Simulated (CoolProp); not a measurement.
Model: reference Helmholtz-energy equation of state, Smukala 2000, in CoolProp.

For ethylene, give the phase and the Z, speed of sound (m/s), isothermal compressibility (1/MPa), expansivity (1/kK) at 19.45 °C and 5600 kPa; 19.45 °C and 7000 kPa; 19.45 °C and 9800 kPa.


- 19.45 °C and 5600 kPa: supercritical; Z 0.485, speed of sound 237, isothermal compressibility 0.590, expansivity 38.5
- 19.45 °C and 7000 kPa: supercritical; Z 0.282, speed of sound 313, isothermal compressibility 0.168, expansivity 30.9
- 19.45 °C and 9800 kPa: supercritical; Z 0.325, speed of sound 469, isothermal compressibility 0.0348, expansivity 10.0
